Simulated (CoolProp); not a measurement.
A closed Brayton cycle with carbon dioxide: compressor inlet 308.15 K and 9.4 MPa, high pressure 25.7 MPa, turbine inlet 815 K, compressor efficiency 0.89, turbine efficiency 0.9, recuperator effectiveness 0 (on enthalpy, no pinch check). Each further row changes one setting.

Model: reference Helmholtz-energy equation of state, Span 1996, in CoolProp.

```tsv
case	thermal efficiency (%)	net work (kJ/kg)	compressor to turbine work	compressor exit (K)	turbine exit (K)
as stated	15.0	106	0.19	335.4	695.2
turbine inlet 765 K	?	96.3	0.20	335.4	?
compressor inlet 318.15 K	?	?	?	376.5	695.2
high pressure 21.8 MPa	12.9	?	0.17	?	?
recuperator effectiveness 0.5	22.1	106	0.19	335.4	695.2
```

Problem. Some entries are withheld; supply them.

Solution. 
- turbine inlet 765 K, thermal efficiency (%): 15.1
- turbine inlet 765 K, turbine exit (K): 649.4
- compressor inlet 318.15 K, thermal efficiency (%): 15.4
- compressor inlet 318.15 K, net work (kJ/kg): 94.1
- compressor inlet 318.15 K, compressor to turbine work: 0.28
- high pressure 21.8 MPa, net work (kJ/kg): 91.3
- high pressure 21.8 MPa, compressor exit (K): 330.2
- high pressure 21.8 MPa, turbine exit (K): 714.3
